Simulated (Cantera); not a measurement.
Mixture: 3.49 % CH4, 0.251 % C2H6, 3.49 % C3H8, 19.5 % O2, 73.3 % N2, equivalence ratio 1.3, at 500000 Pa, adiabatic and at constant pressure. Ignition delay is the time to a rise of 400 K.

Computed with Cantera and GRI-Mech 3.0 (53 species, 325 reactions). GRI-Mech 3.0 was tuned for natural gas; its chemistry of propane as a main component is partial and can be far from experiment.

Problem. At T0 = 1525 K, what is the delay, and which 7 reactions control it most (d ln τ / d ln k, from doubling and halving each rate constant)?

Solution. The delay is 28.4 µs.
```csv
reaction,d ln τ / d ln k,faster rate
C2H5 + CH3 (+M) <=> C3H8 (+M),-0.45,shortens it
H + O2 <=> O + OH,-0.32,shortens it
CH3 + HO2 <=> CH3O + OH,-0.31,shortens it
2 CH3 (+M) <=> C2H6 (+M),0.21,lengthens it
C3H8 + H <=> C3H7 + H2,0.19,lengthens it
C2H5 + O2 <=> C2H4 + HO2,-0.17,shortens it
C2H4 + OH <=> C2H3 + H2O,-0.13,shortens it
```
